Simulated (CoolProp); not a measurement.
The numbers come from the reference Helmholtz-energy equation of state, Lemmon 2005 in CoolProp.

### Question
For R125, give the phase and the speed of sound (m/s), Joule-Thomson coefficient (K/MPa), viscosity (µPa s) at -37.95 °C and 0.159 MPa; 167.25 °C and 0.0368 MPa; 87.95 °C and 0.745 MPa.

### Answer
- -37.95 °C and 0.159 MPa: gas; speed of sound 129, Joule-Thomson coefficient 31.8, viscosity 10.1
- 167.25 °C and 0.0368 MPa: gas; speed of sound 181, Joule-Thomson coefficient 4.34, viscosity 18.6
- 87.95 °C and 0.745 MPa: gas; speed of sound 157, Joule-Thomson coefficient 8.07, viscosity 15.8

Viscosity comes from a separate model (Huber 2006).
